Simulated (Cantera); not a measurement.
Input: 1 mol B2H6, a varied amount of H2O, at 0.180 bar.

Points: T (K) = 948, 998, 1048, 1098, 1148, 1198, 1248, 1298, 1348, 1398, 1448, 1498; n(H2O) (mol) = 0.72, 1.1, 1.5, 1.8, 2.2, 2.6, 2.9, 3.3, 3.7, 4.1, 4.4, 4.8.

Cantera's Mixture.equilibrate('TP', solver="vcs", rtol=1e-11, max_steps=5000) on the NASA tables stopped like this:

```
ERROR: FAILURE its = 5001!

*******************************************************************************
CanteraError thrown by MultiPhase::equilibrate:
VCS solver failed. Return code: -1
*******************************************************************************
```

### Question
What got this run through?

### Answer
One answer among several that fit: The failure is numerical, not chemical. The same input converged with solver="gibbs", rtol=1e-10, max_steps=50000, and the result passed a check of the equilibrium conditions:
```
    948       0.72  B(b) + B2O3(L)
    948        1.1  B(b) + B2O3(L)
    948        1.5  B(b) + B2O3(L)
    948        1.8  B(b) + B2O3(L)
    948        2.2  B(b) + B2O3(L)
    948        2.6  B(b) + B2O3(L)
    948        2.9  B(b) + B2O3(L)
    948        3.3  B2O3(L)
    948        3.7  B2O3(L)
    948        4.1  B2O3(L)
    948        4.4  B2O3(L)
    948        4.8  B2O3(L)
    998       0.72  B(b) + B2O3(L)
    998        1.1  B(b) + B2O3(L)
    998        1.5  B(b) + B2O3(L)
    998        1.8  B(b) + B2O3(L)
    998        2.2  B(b) + B2O3(L)
    998        2.6  B(b) + B2O3(L)
    998        2.9  B(b) + B2O3(L)
    998        3.3  B2O3(L)
    998        3.7  B2O3(L)
    998        4.1  B2O3(L)
    998        4.4  B2O3(L)
    998        4.8  B2O3(L)
   1048       0.72  B(b) + B2O3(L)
   1048        1.1  B(b) + B2O3(L)
   1048        1.5  B(b) + B2O3(L)
   1048        1.8  B(b) + B2O3(L)
   1048        2.2  B(b) + B2O3(L)
   1048        2.6  B(b) + B2O3(L)
   1048        2.9  B(b) + B2O3(L)
   1048        3.3  B2O3(L)
   1048        3.7  B2O3(L)
   1048        4.1  B2O3(L)
   1048        4.4  B2O3(L)
   1048        4.8  B2O3(L)
   1098       0.72  B(b) + B2O3(L)
   1098        1.1  B(b) + B2O3(L)
   1098        1.5  B(b) + B2O3(L)
   1098        1.8  B(b) + B2O3(L)
   1098        2.2  B(b) + B2O3(L)
   1098        2.6  B(b) + B2O3(L)
   1098        2.9  B(b) + B2O3(L)
   1098        3.3  B2O3(L)
   1098        3.7  B2O3(L)
   1098        4.1  B2O3(L)
   1098        4.4  B2O3(L)
   1098        4.8  B2O3(L)
   1148       0.72  B(b) + B2O3(L)
   1148        1.1  B(b) + B2O3(L)
   1148        1.5  B(b) + B2O3(L)
   1148        1.8  B(b) + B2O3(L)
   1148        2.2  B(b) + B2O3(L)
   1148        2.6  B(b) + B2O3(L)
   1148        2.9  B(b) + B2O3(L)
   1148        3.3  B2O3(L)
   1148        3.7  B2O3(L)
   1148        4.1  B2O3(L)
   1148        4.4  B2O3(L)
   1148        4.8  B2O3(L)
   1198       0.72  B(b) + B2O3(L)
   1198        1.1  B(b) + B2O3(L)
   1198        1.5  B(b) + B2O3(L)
   1198        1.8  B(b) + B2O3(L)
   1198        2.2  B(b) + B2O3(L)
   1198        2.6  B(b) + B2O3(L)
   1198        2.9  B(b) + B2O3(L)
   1198        3.3  B2O3(L)
   1198        3.7  B2O3(L)
   1198        4.1  B2O3(L)
   1198        4.4  B2O3(L)
   1198        4.8  B2O3(L)
   1248       0.72  B(b) + B2O3(L)
   1248        1.1  B(b) + B2O3(L)
   1248        1.5  B(b) + B2O3(L)
   1248        1.8  B(b) + B2O3(L)
   1248        2.2  B(b) + B2O3(L)
   1248        2.6  B(b) + B2O3(L)
   1248        2.9  B(b) + B2O3(L)
   1248        3.3  B2O3(L)
   1248        3.7  B2O3(L)
   1248        4.1  B2O3(L)
   1248        4.4  B2O3(L)
   1248        4.8  B2O3(L)
   1298       0.72  B(b) + B2O3(L)
   1298        1.1  B(b) + B2O3(L)
   1298        1.5  B(b) + B2O3(L)
   1298        1.8  B(b) + B2O3(L)
   1298        2.2  B(b) + B2O3(L)
   1298        2.6  B(b) + B2O3(L)
   1298        2.9  B(b) + B2O3(L)
   1298        3.3  B2O3(L)
   1298        3.7  B2O3(L)
   1298        4.1  B2O3(L)
   1298        4.4  B2O3(L)
   1298        4.8  B2O3(L)
   1348       0.72  B(b) + B2O3(L)
   1348        1.1  B(b) + B2O3(L)
   1348        1.5  B(b) + B2O3(L)
   1348        1.8  B(b) + B2O3(L)
   1348        2.2  B(b) + B2O3(L)
   1348        2.6  B(b) + B2O3(L)
   1348        2.9  B(b) + B2O3(L)
   1348        3.3  B2O3(L)
   1348        3.7  B2O3(L)
   1348        4.1  B2O3(L)
   1348        4.4  B2O3(L)
   1348        4.8  B2O3(L)
   1398       0.72  B(b) + B2O3(L)
   1398        1.1  B(b) + B2O3(L)
   1398        1.5  B(b) + B2O3(L)
   1398        1.8  B(b) + B2O3(L)
   1398        2.2  B(b) + B2O3(L)
   1398        2.6  B(b) + B2O3(L)
   1398        2.9  B(b) + B2O3(L)
   1398        3.3  B2O3(L)
   1398        3.7  B2O3(L)
   1398        4.1  B2O3(L)
   1398        4.4  B2O3(L)
   1398        4.8  B2O3(L)
   1448       0.72  B(b) + B2O3(L)
   1448        1.1  B(b) + B2O3(L)
   1448        1.5  B(b) + B2O3(L)
   1448        1.8  B(b) + B2O3(L)
   1448        2.2  B(b) + B2O3(L)
   1448        2.6  B(b) + B2O3(L)
   1448        2.9  B(b) + B2O3(L)
   1448        3.3  B2O3(L)
   1448        3.7  B2O3(L)
   1448        4.1  B2O3(L)
   1448        4.4  B2O3(L)
   1448        4.8  B2O3(L)
   1498       0.72  B(b) + B2O3(L)
   1498        1.1  B(b) + B2O3(L)
   1498        1.5  B(b) + B2O3(L)
   1498        1.8  B(b) + B2O3(L)
   1498        2.2  B(b) + B2O3(L)
   1498        2.6  B(b) + B2O3(L)
   1498        2.9  B(b) + B2O3(L)
   1498        3.3  B2O3(L)
   1498        3.7  B2O3(L)
   1498        4.1  B2O3(L)
   1498        4.4  B2O3(L)
   1498        4.8  B2O3(L)
```

The gas is ideal and each condensed phase is pure. The feed counts by its element totals alone. Mutual solubility and eutectic melting of coexisting phases are not modelled. Gases not in the tables: H3BO3.
